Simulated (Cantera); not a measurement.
Charge: 1 mol c-C4F8, 2 mol H2, at 1227 °C.

Equilibrium computed with Cantera from the NASA thermochemical tables; the gas is ideal and each condensed phase is pure. Candidate condensed phases: C, C6H6, C7H8, C8H18; 95 gas species. The feed counts by its element totals alone. Gases not in the tables: C2F6 and larger saturated fluorocarbons. Equilibrium is a limit: real reactors are often held back by kinetics, nucleation or transport.

x: gas mole fraction; n: condensed amount in mol.

```tsv
P (Pa)	x HF	x CF4	x F	x CF2	x CF3	n C(graphite)
1	0.793	0.193	0.00736	0.00594	0.000163	2.99
6.80	0.798	0.198	0.00176	0.00230	0.000102	3.00
46	0.799	0.199	?	?	?	3.00
320	0.800	0.200	?	?	?	3.00
2200	0.800	0.200	2.31e-5	0.000129	2.43e-5	3.00
15000	0.800	0.200	5.47e-6	4.93e-5	1.51e-5	3.00
100000	0.800	0.200	1.32e-6	1.91e-5	9.38e-6	3.00
```

Problem. Fill in the missing entries.

Solution. 
- 320, x F: 9.80e-5
- 320, x CF2: 0.000338
- 320, x CF3: 3.94e-5
- 46, x F: 0.000420
- 46, x CF2: 0.000889
- 46, x CF3: 6.39e-5
